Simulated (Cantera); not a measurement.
Charge: 1 mol C₂H₂, 64 mol H₂, equilibrated at 2.30 mbar.

Cantera equilibrium calculation (NASA polynomials, part measured and part estimated; ideal gas, pure solids and liquids). Candidate condensed phases: C, C₆H₆, C₇H₈, C₈H₁₈; 76 gas species. The numbers say what is thermodynamically allowed, not how fast it happens.

x: gas mole fraction; n: condensed amount in mol.

| T (K) | x H₂ | x CH₄ | x H | x C₂H₂ (acetylene) | x C₂H₄ | x C₂H₆ | n C(graphite) |
|---|---|---|---|---|---|---|---|
| 600 | 0.968 | 0.0317 | <1e-12 | <1e-12 | 1.13e-12 | 6.11e-10 | 0 |
| 650 | 0.968 | 0.0317 | <1e-12 | <1e-12 | 2.91e-11 | 1.79e-9 | 0 |
| 700 | 0.981 | 0.0188 | <1e-12 | <1e-12 | 1.64e-10 | 1.57e-9 | 0.798 |
| 750 | 0.993 | 0.00724 | 6.57e-12 | <1e-12 | 2.71e-10 | 5.17e-10 | 1.53 |
| 800 | 0.997 | ___ | ___ | ___ | ___ | ___ | 1.80 |
| 850 | 0.999 | ___ | ___ | ___ | ___ | ___ | 1.91 |
| 900 | 0.999 | 0.000717 | 2.44e-9 | 5.62e-11 | 8.09e-10 | 3.43e-11 | 1.95 |
| 950 | 1.000 | 0.000385 | 1.16e-8 | 2.74e-10 | 1.07e-9 | 1.65e-11 | 1.97 |
| 1000 | 1.000 | 0.000220 | 4.73e-8 | 1.14e-9 | 1.36e-9 | 8.50e-12 | 1.99 |
| 1050 | 1.000 | 0.000132 | 1.69e-7 | 4.14e-9 | 1.69e-9 | 4.65e-12 | 1.99 |
| 1100 | 1.000 | 8.25e-5 | 5.39e-7 | 1.33e-8 | 2.05e-9 | 2.68e-12 | 1.99 |

**Question.** What belongs in the gaps?

**Answer.** 
- 800, x CH₄: 0.00307
- 800, x H: 6.03e-11
- 800, x C₂H₂ (acetylene): 1.29e-12
- 800, x C₂H₄: 4.13e-10
- 800, x C₂H₆: 1.90e-10
- 850, x CH₄: 0.00143
- 850, x H: 4.27e-10
- 850, x C₂H₂ (acetylene): 9.52e-12
- 850, x C₂H₄: 5.92e-10
- 850, x C₂H₆: 7.70e-11
